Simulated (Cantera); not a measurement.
Feed: 1 mol MgO, 3.6 mol HBr, held at 52.0 mbar.

These are equilibrium values from Cantera (NASA tables, ideal gas, pure condensed phases), not measurements of a reactor. Candidate condensed phases: Br2, H2O, Mg, MgBr2, MgO, Mg(OH)2; 20 gas species. Equilibrium is a limit: real reactors are often held back by kinetics, nucleation or transport. All values below are at 1923 K.

Base state: HBr 0.374, H2O 0.193, MgBr2 0.192, Br 0.159, H2 0.0786, MgBr 0.00132, H 0.00116, Br2 0.000428 (mole fractions); condensed: MgO(s).

Q: What changes in the equilibrium state with this change: 0.098 mol O2 added?

A: 
| species | before | after |
|---|---|---|
| HBr | 0.374 | 0.368 |
| H2O | 0.193 | 0.216 |
| Br | 0.159 | 0.197 |
| H2 | 0.0786 | 0.0494 |
| MgBr2 | 0.192 | 0.167 |
| Mg | 3.78e-5 | 2.12e-5 |
| Br2 | 0.000428 | 0.000660 |
| MgO(s), mol | 0.242 | 0.330 |
